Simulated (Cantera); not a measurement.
A closed system holds: 1 mol CuO, 0.36 mol H2, a varied amount of N2, equilibrated at 1550 K and 6.20 mbar.

These are equilibrium values from Cantera (NASA tables, ideal gas, pure condensed phases), not measurements of a reactor. Candidate condensed phases: Cu, CuO, Cu(OH)2, Cu2O, H2O; 27 gas species. Each liquid is taken as pure. Mutual solubility and eutectic melting of coexisting phases are not modelled. Rates play no part.

x: gas mole fraction; n: condensed amount in mol.

| n(N2) (mol) | x N2 | x H2O | x O2 | x Cu | n Cu(l) | n Cu2O(l) |
|---|---|---|---|---|---|---|
| 5.7 | 0.905 | 0.0570 | 0.0344 | 0.00299 | 0.578 | 0.201 |
| 7.8 | 0.919 | 0.0423 | 0.0344 | 0.00299 | 0.876 | 0.0493 |
| 11 | 0.939 | 0.0306 | 0.0270 | 0.00299 | 0.965 | 0 |
| 14 | 0.951 | [?] | [?] | 0.00299 | 0.956 | 0 |
| 19 | 0.962 | 0.0182 | 0.0159 | 0.00299 | 0.941 | 0 |
| 26 | 0.971 | 0.0134 | 0.0117 | 0.00299 | 0.920 | 0 |
| 36 | 0.978 | [?] | [?] | 0.00299 | 0.890 | 0 |
| 48 | 0.983 | 0.00734 | 0.00639 | 0.00299 | 0.853 | 0 |
| 65 | 0.987 | 0.00544 | 0.00471 | 0.00299 | 0.802 | 0 |

Task: Fill in the missing entries.

Result: 
- 36, x H2O: 0.00975
- 36, x O2: 0.00851
- 14, x H2O: 0.0244
- 14, x O2: 0.0214
